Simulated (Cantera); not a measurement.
Standard-state values (1 bar) from the NASA 1993 polynomials, evaluated with Cantera. Values are per mole of reaction as written; species without (g) are pure solids or liquids, kept so even where they would boil at 1 bar.

2 Fe + 6 Cl(g) = Fe₂Cl₆(g), with ΔH° = -1382.2 kJ and ΔS° = -508.9 J/K at 300 K.

Task: How far is the shortcut ΔG° ≈ ΔH°(300 K) − T·ΔS°(300 K) from the full temperature-dependent value at 850, 1050, 1250, 1450, 1650, 1850, 2050, 2250 K?

Result: 
```
T (K)  shortcut (kJ)  full (kJ)  difference (kJ)  difference in log10 K  condensed phases
-----  -------------  ---------  ---------------  ---------------------  ----------------
850           -949.6     -944.9             -4.8                   0.29             Fe(α)
1050          -847.9     -838.6             -9.3                   0.46             Fe(α)
1250          -746.1     -730.0            -16.1                   0.67             Fe(γ)
1450          -644.3     -620.6            -23.7                   0.85             Fe(γ)
1650          -542.5     -510.6            -32.0                   1.01             Fe(γ)
1850          -440.8     -399.1            -41.6                   1.17             Fe(l)
2050          -339.0     -284.5            -54.5                   1.39             Fe(l)
2250          -237.2     -169.2            -68.0                   1.58             Fe(l)
```
The shortcut ignores heat capacities and the phase changes listed.
